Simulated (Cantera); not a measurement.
Input: 1 mol CCl4, a varied amount of F2, at 1275 K and 49000 Pa.

These are equilibrium values from Cantera (NASA tables, ideal gas, pure condensed phases), not measurements of a reactor. Candidate condensed phases: C; 27 gas species. Gases not in the tables: C2F6 and larger saturated fluorocarbons, chlorinated aromatics. Kinetics and transport are ignored.

Question: At 0.34 mol F2, list the 6 most abundant gas species with their mole fractions, and the condensed phases.

Answer: Cl2 0.902, CF4 0.0647, CClF3 0.0156, Cl 0.0134, CCl2F2 0.00362, CCl3F 0.000704. Condensed: C(graphite).
